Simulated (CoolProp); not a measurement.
Vapour-liquid equilibrium of methanol (1) + dimethyl carbonate (2) at 0.47 bar; x and y are mole fractions of (1).

The numbers come from the multi-fluid Helmholtz-energy mixture model, de Reuck 1993 and Zhou 2011; pair parameters Bell 2016 in CoolProp.

Q: Give the bubble temperature and the first vapour's composition at x = 0.15, 0.45, 0.55. Is there an azeotrope?

A: x = 0.15: 53.7 °C, y = 0.483; x = 0.45: 46.6 °C, y = 0.689; x = 0.55: 45.9 °C, y = 0.720. y crosses x between x = 0.75 and 0.85: the model has an azeotrope there.

Pair parameters are fitted to limited data, so mixtures are less certain than the pure fluids.
